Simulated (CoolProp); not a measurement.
Ethylene at 285.2 K and 1.05 MPa is throttled through a valve to 0.383 MPa with no heat exchange. Each further row changes one setting.

The numbers come from the reference Helmholtz-energy equation of state, Smukala 2000 in CoolProp.

```csv
case,temperature change (K),final density (kg/m³)
as stated,…,4.80
outlet pressure 0.115 MPa,…,…
outlet pressure 0.498 MPa,…,6.25
```

Some entries are withheld; supply them.


- as stated, temperature change (K): -8.0
- outlet pressure 0.115 MPa, temperature change (K): -11.4
- outlet pressure 0.115 MPa, final density (kg/m³): 1.43
- outlet pressure 0.498 MPa, temperature change (K): -6.6
